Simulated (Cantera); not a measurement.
A closed system holds: 1 mol PbO, 0.93 mol CO, 21 mol H2, held at 1.33 mbar.

Cantera equilibrium calculation (NASA polynomials, part measured and part estimated; ideal gas, pure solids and liquids). Candidate condensed phases: C, C6H6, C7H8, C8H18, H2O, Pb, PbO, PbO2, Pb3O4; 113 gas species. Rates play no part.

Which condensed phases are stable at each of these points (T (K)): 975, 1000, 1025, 1050, 1075, 1100, 1125, 1150, 1175, 1200, 1225?


```csv
T (K),condensed phases,Pb condensed (%)
975,Pb(l),84.8
1000,Pb(l),73.0
1025,Pb(l),53.3
1050,Pb(l),20.7
1075,gas only,0.0
1100,gas only,0.0
1125,gas only,0.0
1150,gas only,0.0
1175,gas only,0.0
1200,gas only,0.0
1225,gas only,0.0
```

From 975 K to 1050 K the condensed part is Pb(l). From 1075 K to 1225 K nothing is condensed.
